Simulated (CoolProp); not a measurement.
Sulfur dioxide at several states: fugacity coefficient from the reference equation and from simpler models built on Tc = 157.5 °C, pc = 78.87 bar, ω = 0.256; each cubic takes its own stable root.

Model: reference Helmholtz-energy equation of state, Gao 2016, in CoolProp.

```
T (°C)  p (bar)   phase  reference
------  -------  ------  ---------
201.05     4.75     gas     0.9852
77.35      37.4  liquid     0.3977
88.15      1.12     gas     0.9909
-7.05      37.4  liquid    0.03220
```

Task: How far does each simpler model (van der Waals, Redlich-Kwong, Soave-Redlich-Kwong, Peng-Robinson) lie from the reference over these 4 states: mean and median of the absolute difference, and the worst?

Result: 
- van der Waals: mean 162.9 %, median 39.2 %, worst +573.3 % at -7.05 °C and 37.4 bar
- Redlich-Kwong: mean 29.2 %, median 13.5 %, worst +89.7 % at -7.05 °C and 37.4 bar
- Soave-Redlich-Kwong: mean 1.0 %, median 0.5 %, worst +3.0 % at 77.35 °C and 37.4 bar
- Peng-Robinson: mean 0.5 %, median 0.3 %, worst +1.5 % at -7.05 °C and 37.4 bar
